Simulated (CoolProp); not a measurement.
Vapour-liquid equilibrium of dimethyl ether (1) + n-pentane (2) at -61.25 °C; x and y are mole fractions of (1).

Model: multi-fluid Helmholtz-energy mixture model, Wu 2011 and Thol 2019; pair parameters Bell 2016, in CoolProp.

```tsv
x	bubble pressure (bar)	y at the bubble point	dew pressure at overall composition x (bar)	liquid density (mol/L)
0.05	0.01018	0.476	0.005930	9.961
0.125	0.02151	0.778	0.006396	10.33
0.2	0.03769	0.889	0.006944	10.71
0.275	0.05671	0.936	0.007598	11.11
0.35	0.07589	0.958	0.008391	11.54
0.425	0.09292	0.970	0.009374	12.00
0.5	0.1065	0.977	0.01063	12.48
0.575	0.1165	0.981	0.01228	13.01
0.65	0.1234	0.984	0.01456	13.57
0.725	0.1284	0.986	0.01794	14.19
0.8	0.1328	0.988	0.02349	14.86
0.875	0.1376	0.990	0.03441	15.59
0.95	0.1442	0.995	0.06754	16.41
```

No azeotrope shows between x = 0.05 and 0.95.

The pair parameters rest on a limited set of measurements; away from them the model extrapolates. The gap from Raoult's law changes sign with composition, which may be real or a fault of the pair parameters; it wasn't checked against measurements.
